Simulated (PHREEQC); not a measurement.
**Brine: speciation**

Dissolve 2.9 mol/kgw HCl, 0.054 mol/kgw SrCl2 and 0.78 mol/kgw NaCl at 25 °C. Closed to the air; pH follows from the charge balance.

Computed with PHREEQC (Pitzer model, pitzer.dat).

Precipitation was switched off in this run.

### Question
Predict the pH, osmotic coefficient.

### Answer
pH -1.08; osmotic coefficient 1.407.

In brines, pH and single-ion activities rest on the MacInnes convention.
